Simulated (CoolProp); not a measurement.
Saturated liquid density (kg/m³) of methane: the reference equation beside estimates from Tc = -82.6 °C, pc = 4.599 MPa, ω = 0.011.

The numbers come from the reference Helmholtz-energy equation of state, Setzmann 1991 in CoolProp.

```
T (°C)   reference  van der Waals  Redlich-Kwong  Soave-Redlich-Kwong  Peng-Robinson
-------  ---------  -------------  -------------  -------------------  -------------
-140.35      389.4          266.5          386.6                382.3          432.7
-134.55      379.4          259.3          373.8                370.0          419.0
-128.85      369.0          251.8          360.3                357.0          404.4
-123.15      357.9          243.7          345.7                343.0          388.6
-117.45      346.0          234.9          330.0                327.8          371.3
-111.75      333.0          225.4          312.9                311.1          352.2
-105.95      318.3          214.7          293.6                292.3          330.4
-100.25      301.8          202.7          272.2                271.3          306.0
```

Absolute difference from the reference over all 8 rows, mean and median: van der Waals 32.1 and 32.0 %, Redlich-Kwong 4.5 and 4.0 %, Soave-Redlich-Kwong 5.2 and 4.7 %, Peng-Robinson 7.2 and 7.9 %.
